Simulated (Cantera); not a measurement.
# Premixed flame

A freely propagating, adiabatic, planar premixed flame of H2 : O2 : N2 = 1 : 0.64 : 3.08 (molar parts), unburnt at 675 K and 7500 Torr; mixture-averaged transport, grid criteria slope 0.08 and curve 0.16, no radiation.

Model: the H2/O2 subset of GRI-Mech 3.0, which has no nitrogen chemistry, integrated in Cantera. The hydrogen kinetics of GRI-Mech 3.0 are dated; newer H2 mechanisms differ, most at raised pressure. Burning velocities carry a grid error of a few per cent, more on coarse grids.

| z (mm) | T (K) | u (m/s) | x H2 | x O2 | x H2O | x HO2 | x H | x H2O2 |
|---|---|---|---|---|---|---|---|---|
| -0.0941 | 675 | 3.01 | 0.211 | 0.136 | 1.84e-6 | 2.48e-8 | <1e-8 | <1e-8 |
| -0.0628 | 675 | 3.01 | 0.209 | 0.136 | 2.64e-5 | 4.92e-7 | <1e-8 | 7.96e-8 |
| -0.0471 | 677 | 3.00 | 0.205 | 0.137 | 0.000130 | 2.92e-6 | <1e-8 | 4.76e-7 |
| -0.0314 | 688 | 3.00 | 0.193 | 0.139 | 0.00104 | 3.23e-5 | <1e-8 | 5.21e-6 |
| -0.0157 | 815 | 3.42 | 0.151 | 0.139 | 0.0163 | 0.000688 | 3.81e-5 | 0.000103 |
| -0.00784 | 1096 | 4.50 | 0.110 | 0.125 | 0.0560 | 0.000880 | 0.000896 | 0.000164 |
| 0 | 1460 | 5.92 | 0.0643 | 0.0940 | 0.118 | 0.000501 | 0.00405 | 2.86e-5 |
| 0.00784 | 1721 | 6.95 | 0.0324 | 0.0653 | 0.167 | 0.000260 | 0.00626 | 5.38e-6 |
| 0.0157 | 1873 | 7.54 | 0.0176 | 0.0501 | 0.192 | 0.000146 | 0.00572 | 3.58e-6 |
| 0.0314 | 2017 | 8.09 | 0.00864 | 0.0408 | 0.210 | 6.84e-5 | 0.00312 | 2.31e-6 |
| 0.0628 | 2114 | 8.45 | 0.00412 | 0.0378 | 0.220 | 2.85e-5 | 0.00102 | 1.42e-6 |
| 0.126 | 2162 | 8.62 | 0.00162 | 0.0370 | 0.225 | 1.11e-5 | 0.000242 | 8.30e-7 |
| 0.251 | 2180 | 8.68 | 0.000659 | 0.0369 | 0.228 | 5.48e-6 | 6.63e-5 | 5.43e-7 |
x: mole fraction of selected species; z is measured from the peak of heat release.

```yaml
laminar_burning_velocity: 301 cm/s
thermal_thickness: 0.0314 mm
peak x(HO2): 0.000956
peak x(H): 0.00633
peak x(H2O2): 0.000172
grid_points: 111
```
